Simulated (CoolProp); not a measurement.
R1336mzz(Z) along the isobar 1.01 MPa: Z from the reference equation and from simpler models built on Tc = 171.3 °C, pc = 2.904 MPa, ω = 0.386; each cubic takes its own stable root.

Values from CoolProp's reference Helmholtz-energy equation of state, McLinden 2020.

```csv
T (°C),phase,reference
19.15,liquid,0.04930
48.85,liquid,0.04746
78.55,liquid,0.04660
108.15,liquid,0.04707
137.85,gas,0.8075
167.55,gas,0.8591
197.15,gas,0.8929
226.85,gas,0.9170
```

Problem. How far does each simpler model (van der Waals, Redlich-Kwong, Soave-Redlich-Kwong, Peng-Robinson) lie from the reference over these 8 states: mean and median of the absolute difference, and the worst?

Solution. 
- van der Waals: mean 422.4 %, median 43.2 %, worst +1649.3 % at 108.15 °C and 1.01 MPa
- Redlich-Kwong: mean 204.4 %, median 13.3 %, worst +1555.6 % at 108.15 °C and 1.01 MPa
- Soave-Redlich-Kwong: mean 9.6 %, median 9.4 %, worst +21.1 % at 108.15 °C and 1.01 MPa
- Peng-Robinson: mean 2.6 %, median 2.2 %, worst +6.7 % at 108.15 °C and 1.01 MPa

At some of these states van der Waals, Redlich-Kwong gives the other phase, because its saturation line lies elsewhere.
